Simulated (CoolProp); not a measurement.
Ethane at 514.53 K and 5.99 MPa flows at 0.78 m/s in a round tube of 10 mm bore and 1.5 µm roughness, fully developed (64/Re and Nu = 3.66 if laminar; Colebrook and Gnielinski if turbulent). Each further row changes one setting.

The numbers come from the reference Helmholtz-energy equation of state, Bücker 2006 in CoolProp.

```json
[
 {"case": "as stated", "Reynolds number": "21000", "Darcy friction factor": "0.0259", "pressure drop (Pa/m)": "35.3", "heat-transfer coefficient (W/(m² K))": "339", "mass flow (kg/h)": "9.87"},
 {"case": "velocity 1.56 m/s", "Reynolds number": "42000", "Darcy friction factor": "0.0222", "pressure drop (Pa/m)": "121", "heat-transfer coefficient (W/(m² K))": "590", "mass flow (kg/h)": "19.7"},
 {"case": "diameter 20 mm", "Reynolds number": "42000", "Darcy friction factor": "0.0220", "pressure drop (Pa/m)": "15.0", "heat-transfer coefficient (W/(m² K))": "292", "mass flow (kg/h)": "39.5"}
]
```

Viscosity comes from a separate model (Friend 1991). Thermal conductivity comes from a separate model (Friend 1991).
